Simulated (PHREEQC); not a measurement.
Dissolve 0.0025 mol NaH2PO4 per kg of water at 5 °C. Closed to the air; pH follows from the charge balance.

Equilibrium calculation in PHREEQC: ion-association model, wateq4f.dat.

Problem. The ionic strength comes out as 0.00253 mol/kgw. What activity coefficients do H+, HPO4-2, H2PO4-, Na+ get?

Solution. H+ 0.95, HPO4-2 0.81, H2PO4- 0.95, Na+ 0.95.

No solid was allowed to form. H3PO4, which wateq4f.dat lacks, is added to it with the constant of phreeqc.dat. Constants without temperature data keep their 25 °C values here.
